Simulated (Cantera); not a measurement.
What does this Cantera script print?

```python
import numpy as np
import cantera as ct

gas_names = [...]  # 121 gases of nasa_gas.yaml made of Al, C, H, O
cond_names = """
    AL(cr) AL(L) AL2O3(a) AL2O3(L) C(gr) C6H6(L) C7H8(L) C8H18(L),n-octa H2O(s) H2O(L)
""".split()


# ... load() reads the species with a 1 bar reference pressure and builds the phases ...
atoms = {
    'Al(CH3)3': {'AL': 1, 'C': 3, 'H': 9},
    'O2': {'O': 2},
    'H2': {'H': 2},
}
top_T = {'C(gr)': 4500}  # K; cautious upper limits of use, not melting points


# ... equilibrate(T, P, feed) seeds the gas with the atoms and calls Mixture.equilibrate('TP', solver="vcs", rtol=1e-11, max_steps=5000) ...
results = []
feed = {'Al(CH3)3': 1, 'O2': 3.2, 'H2': 2}  # mol
P = 1000  # Pa
for T in [1348, 1448, 1548, 1648, 1748, 1848, 1948, 2048, 2148, 2248]:
    mix = equilibrate(T, P, feed)
    results.append((T, P, feed, dict(zip(mix.species_names, mix.species_moles))))

top = {s: max(r[3][s] / sum(r[3][g] for g in gas_names) for r in results) for s in gas_names}
cols = sorted((s for s in top if top[s] > 0.001), key=lambda s: -top[s])[:9]
seen = [c for c in cond_names if any(r[3].get(c, 0) > 1e-12 for r in results)]
print("log10 of partial pressures in bar; condensed amounts in mol")
print(f"{'T/K':>10s}" + "".join(f"{s[:9]:>10s}" for s in cols + seen))
for T, P, feed, n in results:
    ng = sum(n[g] for g in gas_names)
    print(f"{T:10.4g}" + "".join(f"{np.log10(max(n[s] / ng * P / 1e5, 1e-99)):10.3f}" for s in cols)
          + "".join(f"{n.get(c, 0):10.4g}" for c in seen))
```

Output:

```
log10 of partial pressures in bar; condensed amounts in mol
       T/K        H2        CO       H2O         H       CO2        OH  AL2O3(a)
      1348    -2.279    -2.563    -2.801    -6.775    -3.377    -9.091       0.5
      1448    -2.283    -2.555    -2.787    -6.177    -3.434    -8.305       0.5
      1548    -2.287    -2.548    -2.777    -5.655    -3.484    -7.621       0.5
      1648    -2.290    -2.544    -2.769    -5.195    -3.528    -7.022       0.5
      1748    -2.292    -2.540    -2.763    -4.787    -3.568    -6.492       0.5
      1848    -2.296    -2.537    -2.758    -4.423    -3.603    -6.019       0.5
      1948    -2.300    -2.536    -2.755    -4.097    -3.634    -5.596       0.5
      2048    -2.306    -2.535    -2.755    -3.803    -3.662    -5.215       0.5
      2148    -2.315    -2.537    -2.757    -3.538    -3.687    -4.870    0.4999
      2248    -2.330    -2.541    -2.764    -3.299    -3.710    -4.557    0.4997
```

Cantera equilibrium calculation (NASA polynomials, part measured and part estimated; ideal gas, pure solids and liquids). The feed counts by its element totals alone. The tables' values for AlOH are old estimates; treat these amounts as uncertain.
